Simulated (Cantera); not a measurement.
An isothermal, constant-pressure homogeneous reactor starts with 21.3 % CH4, 57.4 % H2O, 21.3 % H2, at 1675 K and 760 Torr.

Detailed kinetics in Cantera: GRI-Mech 3.0 (53 species, 325 reactions).

x: mole fraction; the columns are a selection and need not sum to one.

| t (s) | x CH4 | x H2O | x H2 | x OH | x CO |
|---|---|---|---|---|---|
| 0.000100 | 0.212 | 0.574 | 0.213 | 3.37e-6 | 4.25e-7 |
| 0.000309 | 0.210 | 0.574 | 0.215 | 4.57e-6 | 1.29e-5 |
| 0.000956 | 0.203 | 0.571 | 0.221 | 4.79e-6 | ? |
| 0.00296 | 0.184 | 0.562 | 0.241 | 4.67e-6 | 0.000403 |
| 0.00915 | 0.143 | 0.540 | 0.287 | 4.46e-6 | 0.00149 |
| 0.0283 | 0.0866 | 0.506 | 0.353 | 4.21e-6 | 0.00534 |
| 0.0875 | ? | ? | ? | 3.91e-6 | ? |
| 0.270 | 0.0274 | 0.393 | 0.479 | 3.23e-6 | 0.0458 |
| 0.837 | 0.0181 | 0.315 | 0.544 | 2.40e-6 | 0.0883 |
| 2.59 | 0.00790 | 0.259 | 0.592 | 1.88e-6 | 0.122 |
| 8.00 | 0.00141 | 0.240 | 0.610 | 1.72e-6 | 0.132 |

Task: What belongs in the gaps?

Result: 
- 0.000956, x CO: 0.000101
- 0.0875, x CH4: 0.0437
- 0.0875, x H2O: 0.460
- 0.0875, x H2: 0.418
- 0.0875, x CO: 0.0171
